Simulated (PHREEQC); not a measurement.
Dissolve 0.0021 mol/kgw HCl, 0.00023 mol/kgw CuSO4 and 6.7e-05 mol/kgw Na2SO4 at 85 °C. Closed to the air; pH follows from the charge balance.

All values are PHREEQC results (ion-association model, phreeqc.dat), not measurements.

**Question.** The ionic strength comes out as 0.00294 mol/kgw. What activity coefficients do Cu+2, HSO4-, Na+, CuCl+, Cl- get?

**Answer.** Cu+2 0.77, HSO4- 0.94, Na+ 0.94, CuCl+ 0.94, Cl- 0.94.

Precipitation was switched off in this run. Complexes and solids missing from the database can't appear. Constants without temperature data keep their 25 °C values here.
